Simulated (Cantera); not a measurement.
An isothermal, constant-pressure homogeneous reactor starts with CH4 : CO2 = 1 : 1.1 (molar parts), at 1450 K and 2850 Torr.

Detailed kinetics in Cantera: GRI-Mech 3.0 (53 species, 325 reactions).

x: mole fraction; the columns are a selection and need not sum to one.

```csv
t (s),x CH4,x CO2,x O2,x C2H6,x HO2,x HCO
0.000300,0.476,0.524,<1e-12,…,<1e-12,1.60e-12
0.00107,0.476,0.524,<1e-12,…,<1e-12,8.50e-12
0.00382,0.474,0.524,<1e-12,…,<1e-12,3.60e-11
0.0136,0.467,0.522,<1e-12,…,<1e-12,7.34e-11
0.0486,0.439,0.511,<1e-12,…,<1e-12,7.24e-11
0.173,0.364,0.467,<1e-12,…,<1e-12,1.60e-10
0.618,0.225,0.327,<1e-12,…,<1e-12,1.06e-9
2.20,0.110,0.164,<1e-12,…,<1e-12,3.55e-9
7.86,0.112,0.125,<1e-12,0.000179,<1e-12,5.29e-9
28.0,0.107,0.0826,<1e-12,…,<1e-12,7.46e-9
100,0.0815,0.0489,<1e-12,…,<1e-12,9.51e-9
```

**Question.** Some entries are withheld; supply them.

**Answer.** 
- 0.000300, x C2H6: 5.20e-5
- 0.00107, x C2H6: 0.000227
- 0.00382, x C2H6: 0.000750
- 0.0136, x C2H6: 0.00146
- 0.0486, x C2H6: 0.00117
- 0.173, x C2H6: 0.000625
- 0.618, x C2H6: 0.000320
- 2.20, x C2H6: 0.000194
- 28.0, x C2H6: 0.000124
- 100, x C2H6: 5.68e-5
